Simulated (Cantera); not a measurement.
Input: 1 mol Si₂H₆, 0.44 mol NO, at 10.0 mbar.

Cantera equilibrium calculation (NASA polynomials, part measured and part estimated; ideal gas, pure solids and liquids). Candidate condensed phases: H₂O, Si, SiO₂, Si₂N₂O, Si₃N₄; 35 gas species. The feed counts by its element totals alone. Mutual solubility and eutectic melting of coexisting phases are not modelled. The tables hold silica as quartz up to 1696 K and as liquid above; real silica turns to tridymite and cristobalite and melts near 1996 K. Gases not in the tables: Si₂H₆ and higher silanes. Kinetics and transport are ignored.

Question: Which condensed phases are stable at each of these points (T (°C)): 600, 700, 800, 900, 1000, 1100, 1200, 1300, 1400, 1500, 1600, 1700, 1800?

Answer: 
| T (°C) | condensed phases | Si condensed (%) |
|---|---|---|
| 600 | Si(s) + SiO₂(β-quartz) + Si₂N₂O(s) | 100.0 |
| 700 | Si(s) + SiO₂(β-quartz) + Si₂N₂O(s) | 100.0 |
| 800 | Si(s) + SiO₂(β-quartz) + Si₂N₂O(s) | 100.0 |
| 900 | Si(s) + SiO₂(β-quartz) + Si₂N₂O(s) | 100.0 |
| 1000 | Si(s) + SiO₂(β-quartz) + Si₂N₂O(s) | 99.9 |
| 1100 | Si(s) + SiO₂(β-quartz) + Si₂N₂O(s) | 99.4 |
| 1200 | Si(s) + SiO₂(β-quartz) + Si₂N₂O(s) | 95.1 |
| 1300 | Si(s) + Si₂N₂O(s) | 89.0 |
| 1400 | Si(s) + Si₂N₂O(s) | 88.2 |
| 1500 | Si(l) | 78.0 |
| 1600 | Si(l) | 77.8 |
| 1700 | Si(l) | 77.3 |
| 1800 | Si(l) | 75.9 |

From 600 °C to 1200 °C the condensed part is Si(s) + SiO₂(β-quartz) + Si₂N₂O(s). From 1300 °C to 1400 °C the condensed part is Si(s) + Si₂N₂O(s). From 1500 °C to 1800 °C the condensed part is Si(l).
